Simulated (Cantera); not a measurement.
Charge: 1 mol MgSO₄, 0.011 mol O₂, equilibrated at 100 Torr.

Equilibrium computed with Cantera from the NASA thermochemical tables; the gas is ideal and each condensed phase is pure. Candidate condensed phases: Mg, MgO, MgS, MgSO₄, S; 14 gas species. Mutual solubility and eutectic melting of coexisting phases are not modelled. Equilibrium is a limit: real reactors are often held back by kinetics, nucleation or transport.

x: gas mole fraction; n: condensed amount in mol.

```tsv
T (K)	x O₂	x SO₂	x SO₃	x O	n MgSO₄(s)	n MgO(s)
598	1.00	<1e-12	4.08e-11	<1e-12	1.00	0
698	1.00	<1e-12	1.70e-11	<1e-12	1.00	0
798	1.00	5.82e-10	7.60e-9	<1e-12	1.00	0
898	1.000	3.38e-7	8.48e-7	(withheld)	1.00	0
998	1.000	5.30e-5	3.58e-5	(withheld)	1.000	0
1098	0.996	0.00321	0.000742	(withheld)	1.000	0
1198	0.890	0.101	0.00905	(withheld)	0.999	0.00144
1298	0.333	0.650	0.0170	(withheld)	0	1.00
1398	0.335	0.656	0.00907	(withheld)	0	1.00
1498	0.336	0.658	0.00526	(withheld)	0	1.00
1598	0.337	0.660	0.00327	(withheld)	0	1.00
1698	0.337	0.660	0.00215	(withheld)	0	1.00
1798	0.338	0.661	0.00148	(withheld)	0	1.00
```

Q: Some entries are withheld; supply them.

A: 
- 898, x O: 1.37e-11
- 998, x O: 4.05e-10
- 1098, x O: 6.49e-9
- 1198, x O: 6.21e-8
- 1298, x O: 2.69e-7
- 1398, x O: 1.45e-6
- 1498, x O: 6.27e-6
- 1598, x O: 2.25e-5
- 1698, x O: 6.96e-5
- 1798, x O: 0.000190
